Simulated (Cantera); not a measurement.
What does this Cantera script print?

```python
import numpy as np
import cantera as ct

gas_names = """
    AL ALN ALO ALO2 AL2 AL2O AL2O2 N NO NO2 NO3 N2 N2O O O2 O3 Si SiN SiO SiO2 Si2 Si2N Si3
""".split()
cond_names = """
    AL(cr) AL(L) ALN(s) AL2O3(a) AL2O3(L) AL2SiO5(an) AL6Si2O13(s) Si(cr) Si(L) SiO2(Lqz) SiO2(hqz)
    SiO2(L) Si2N2O(s) Si3N4(a)
""".split()


def load(file, names, dense=False):
    # The tables refer to 1 bar. Condensed volumes are neglected.
    table = {s.name: s for s in ct.Species.list_from_file(file)}
    out = []
    for n in names:
        d = dict(table[n].input_data)
        d["thermo"] = dict(d["thermo"], **{"reference-pressure": 1e5})
        if dense:
            d["equation-of-state"] = {"model": "constant-volume", "density": "1e6 g/cm^3"}
        out.append(ct.Species.from_dict(d))
    return out


gas = ct.Solution(thermo="ideal-gas", species=load("nasa_gas.yaml", gas_names))
cond = {s.name: ct.Solution(thermo="fixed-stoichiometry", species=[s], name=s.name)
        for s in load("nasa_condensed.yaml", cond_names, dense=True)}
atoms = {
    'SiO2': {'Si': 1, 'O': 2},
    'Al2O3': {'AL': 2, 'O': 3},
    'N2': {'N': 2},
}
top_T = {'ALN(s)': 2750, 'AL2SiO5(an)': 2000, 'AL6Si2O13(s)': 2100, 'Si2N2O(s)': 2100, 'Si3N4(a)': 2400}  # K; cautious upper limits of use, not melting points


def equilibrate(T, P, feed):
    n = {}
    for name, mol in feed.items():
        for a, k in atoms[name].items():
            n[a] = n.get(a, 0.0) + k * mol
    gas.TPX = T, P, n
    mass = sum(n.values()) * gas.mean_molecular_weight
    gas.equilibrate("TP")
    valid = [c for c in cond.values() if c.min_temp <= T <= top_T.get(c.name, c.max_temp)]
    mix = ct.Mixture([(gas, mass / gas.mean_molecular_weight)] + [(c, 0.0) for c in valid])
    mix.T, mix.P = T, P
    mix.equilibrate("TP", solver="vcs", rtol=1e-11, max_steps=5000)
    return mix


results = []
T = 1075  # K
P = 101325  # Pa
for m in [0.25, 0.29, 0.34, 0.39, 0.46, 0.53, 0.62, 0.72, 0.84, 0.98, 1.1]:
    feed = {'SiO2': 1, 'Al2O3': m, 'N2': 3.2}  # mol
    mix = equilibrate(T, P, feed)
    results.append((T, P, feed, dict(zip(mix.species_names, mix.species_moles))))
    x = sorted(zip(gas.X, gas.species_names), reverse=True)
    print(f"T = {T:g} K  P = {P:g} Pa  n(Al2O3) = {m:g} mol  gas = {mix.phase_moles(0):.4g} mol")
    print("   x: " + "  ".join(f"{s} {v:.3e}" for v, s in x if v > 0.0001))
    print("   condensed (mol): " + ("  ".join(f"{mix.phase(i).name} {mix.phase_moles(i):.4g}"
          for i in range(1, mix.n_phases) if mix.phase_moles(i) > 1e-12) or "none"))
```

It prints:

```
T = 1075 K  P = 101325 Pa  n(Al2O3) = 0.25 mol  gas = 3.2 mol
   x: N2 1.000e+00
   condensed (mol): AL2SiO5(an) 0.25  SiO2(hqz) 0.75
T = 1075 K  P = 101325 Pa  n(Al2O3) = 0.29 mol  gas = 3.2 mol
   x: N2 1.000e+00
   condensed (mol): AL2SiO5(an) 0.29  SiO2(hqz) 0.71
T = 1075 K  P = 101325 Pa  n(Al2O3) = 0.34 mol  gas = 3.2 mol
   x: N2 1.000e+00
   condensed (mol): AL2SiO5(an) 0.34  SiO2(hqz) 0.66
T = 1075 K  P = 101325 Pa  n(Al2O3) = 0.39 mol  gas = 3.2 mol
   x: N2 1.000e+00
   condensed (mol): AL2SiO5(an) 0.39  SiO2(hqz) 0.61  Si2N2O(s) 2.617e-12
T = 1075 K  P = 101325 Pa  n(Al2O3) = 0.46 mol  gas = 3.2 mol
   x: N2 1.000e+00
   condensed (mol): AL2SiO5(an) 0.46  SiO2(hqz) 0.54
T = 1075 K  P = 101325 Pa  n(Al2O3) = 0.53 mol  gas = 3.2 mol
   x: N2 1.000e+00
   condensed (mol): AL2SiO5(an) 0.53  SiO2(hqz) 0.47  Si2N2O(s) 1.529e-12
T = 1075 K  P = 101325 Pa  n(Al2O3) = 0.62 mol  gas = 3.2 mol
   x: N2 1.000e+00
   condensed (mol): AL2SiO5(an) 0.62  SiO2(hqz) 0.38
T = 1075 K  P = 101325 Pa  n(Al2O3) = 0.72 mol  gas = 3.2 mol
   x: N2 1.000e+00
   condensed (mol): AL2SiO5(an) 0.72  SiO2(hqz) 0.28
T = 1075 K  P = 101325 Pa  n(Al2O3) = 0.84 mol  gas = 3.2 mol
   x: N2 1.000e+00
   condensed (mol): AL2SiO5(an) 0.84  SiO2(hqz) 0.16
T = 1075 K  P = 101325 Pa  n(Al2O3) = 0.98 mol  gas = 3.2 mol
   x: N2 1.000e+00
   condensed (mol): AL2SiO5(an) 0.98  SiO2(hqz) 0.02
T = 1075 K  P = 101325 Pa  n(Al2O3) = 1.1 mol  gas = 3.2 mol
   x: N2 1.000e+00
   condensed (mol): AL2O3(a) 0.1  AL2SiO5(an) 1
```

Equilibrium computed with Cantera from the NASA thermochemical tables; the gas is ideal and each condensed phase is pure. Mutual solubility and eutectic melting of coexisting phases are not modelled. Condensed phases not in the tables: alloys, solid solutions and most ternary compounds.
